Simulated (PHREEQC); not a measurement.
Dissolve 70 mmol/kgw CuSO4, 0.069 mmol/kgw ZnCl2, 0.63 mmol/kgw HCl and 0.16 mmol/kgw NaCl at 35 °C. Closed to the air; pH follows from the charge balance.

All values are PHREEQC results (ion-association model, wateq4f.dat), not measurements.

The ionic strength comes out as 0.150 mol/kgw. What activity coefficients do Zn(SO4)2-2, Na+, HSO4-, SO4-2, Cu+2 get?

Zn(SO4)2-2 0.33, Na+ 0.76, HSO4- 0.74, SO4-2 0.32, Cu+2 0.35.

This is a speciation only: nothing precipitates in the calculation.
